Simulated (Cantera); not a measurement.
A closed system holds: 1 mol C3H6, 0.053 mol NH3, held at 1577 °C and 34.5 Torr.

These are equilibrium values from Cantera (NASA tables, ideal gas, pure condensed phases), not measurements of a reactor. Candidate condensed phases: C, C6H6, C7H8, C8H18; 92 gas species. Kinetics and transport are ignored.

Base state: H2 0.988, N2 0.00816, H 0.00250, HCN 0.000699, C2H2 (acetylene) 0.000258, HNC 2.96e-5, CH4 2.94e-5 (mole fractions); condensed: C(graphite).

What changes in the equilibrium state with this change: pressure from 34.5 Torr to 7.50 Torr?


```csv
species,before,after
H2,0.988,0.986
N2,0.00816,0.00815
H,0.00250,0.00535
CH4,2.94e-5,6.36e-6
C2H2 (acetylene),0.000258,0.000258
HNC,2.96e-5,2.95e-5
HCN,0.000699,0.000697
"C(graphite), mol",3.00,3.00
```

What changes in the equilibrium state with this change: pressure from 34.5 Torr to 3150 Torr?


| species | before | after |
|---|---|---|
| H2 | 0.988 | 0.988 |
| N2 | 0.00816 | 0.00818 |
| CH4 | 2.94e-5 | 0.00268 |
| H | 0.00250 | 0.000261 |
| C2H4 | 1.96e-7 | 1.79e-5 |
| CH3 | 1.50e-6 | 1.43e-5 |
| HCN | 0.000699 | 0.000700 |
| HNC | 2.96e-5 | 2.96e-5 |
| C2H2 (acetylene) | 0.000258 | 0.000258 |
| C(graphite), mol | 3.00 | 2.99 |
